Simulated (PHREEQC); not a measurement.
Solution (25 °C): 0.018 mol/kgw HF and 0.058 mol/kgw NaF. Closed to the air; pH follows from the charge balance.

Computed with PHREEQC (ion-association model, phreeqc.dat).

```
quantity         before    after
--------------  -------  -------
pH                 3.64     4.83
F- (mol/kgw)     0.0541    0.507
HF (mol/kgw)     0.0147  0.00624
HF2- (mol/kgw)  0.00304   0.0117
```

Problem. Which change was made?
A. temperature from 25 to 75 °C
B. NaF from 0.058 to 0.0058 mol/kgw
C. NaF left out
D. NaF from 0.058 to 0.58 mol/kgw
E. HF replaced by KHF2 at the same molality

Solution. D, NaF from 0.058 to 0.58 mol/kgw

No solid was allowed to form.
